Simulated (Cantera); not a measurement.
Source: NASA polynomial tables (part measured, part estimated), evaluated in Cantera. Values are per mole of reaction as written; species without (g) are pure solids or liquids, kept so even where they would boil at 1 bar.

2 NF3(g) + 3 Pb(g) → 2 N(g) + 3 PbF2

```
T (K)  ΔH° (kJ)  ΔS° (J/K)  ΔG° (kJ)  log10 K
-----  --------  ---------  --------  -------
300     -1407.6     -401.7   -1287.1   224.09
423           ?          ?         ?        ?
498           ?          ?         ?        ?
573     -1384.9     -347.8   -1185.6   108.08
648     -1368.2     -320.3   -1160.7    93.56
723     -1350.6     -294.6   -1137.6    82.19
798     -1335.9     -275.1   -1116.3    73.07
873     -1326.0     -263.2   -1096.2    65.59
```

Fill in the missing entries.


- 423, ΔH° (kJ): -1397.2
- 423, ΔS° (J/K): -372.7
- 423, ΔG° (kJ): -1239.6
- 423, log10 K: 153.07
- 498, ΔH° (kJ): -1391.0
- 498, ΔS° (J/K): -359.2
- 498, ΔG° (kJ): -1212.1
- 498, log10 K: 127.14
